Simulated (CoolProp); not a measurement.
The numbers come from the reference Helmholtz-energy equation of state, Tillner-Roth 1997 in CoolProp.

Question: For CH2F2 (R32), give the phase and the Z, cp (kJ/(kg K)), speed of sound (m/s), Joule-Thomson coefficient (K/MPa) at 413.6 K and 69 bar.

Answer: 
- 413.6 K and 69 bar: supercritical; Z 0.722, cp 1.64, speed of sound 236, Joule-Thomson coefficient 7.63
